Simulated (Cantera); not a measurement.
Input: 1 mol C₂H₆, 0.018 mol NH₃, 16 mol N₂, at 6.90 mbar.

Equilibrium computed with Cantera from the NASA thermochemical tables; the gas is ideal and each condensed phase is pure. Candidate condensed phases: C, C₆H₆, C₇H₈, C₈H₁₈; 92 gas species. Kinetics and transport are ignored.

log p: log10 of the partial pressure in bar; n: condensed amount in mol.

| T (K) | log p N₂ | log p H | log p H₂ | log p HCN | log p CN | log p HNC | log p C₃ | n C(graphite) |
|---|---|---|---|---|---|---|---|---|
| 950 | -2.24 | -10.73 | -2.96 | -8.25 | <-14 | -11.25 | <-14 | 2.00 |
| 1150 | -2.24 | -8.61 | -2.96 | -6.98 | <-14 | -9.39 | <-14 | 2.00 |
| 1350 | -2.24 | -7.10 | -2.96 | -6.09 | -12.85 | -8.09 | <-14 | 2.00 |
| 1550 | -2.24 | -5.98 | -2.96 | -5.43 | -10.67 | -7.13 | <-14 | 1.99 |
| 1750 | -2.24 | -5.12 | -2.96 | -4.92 | -8.99 | -6.39 | -13.62 | 1.97 |
| 1950 | -2.24 | (withheld) | -2.97 | (withheld) | (withheld) | (withheld) | (withheld) | 1.91 |
| 2150 | -2.24 | -3.88 | -3.01 | -4.22 | -6.58 | -5.35 | -9.07 | 1.81 |
| 2350 | -2.25 | (withheld) | (withheld) | (withheld) | (withheld) | (withheld) | (withheld) | (withheld) |
| 2550 | -2.27 | -3.13 | -3.24 | -3.85 | -4.94 | -4.76 | -5.97 | 1.44 |
| 2750 | -2.29 | -2.93 | -3.52 | -3.81 | -4.31 | -4.63 | -4.77 | 1.04 |

Task: Complete the blanks.

Result: 
- 2350, log p H: -3.44
- 2350, log p H₂: -3.08
- 2350, log p HCN: -3.99
- 2350, log p CN: -5.69
- 2350, log p HNC: -5.00
- 2350, log p C₃: -7.38
- 2350, n C(graphite): 1.65
- 1950, log p H: -4.43
- 1950, log p HCN: -4.53
- 1950, log p CN: -7.66
- 1950, log p HNC: -5.81
- 1950, log p C₃: -11.11
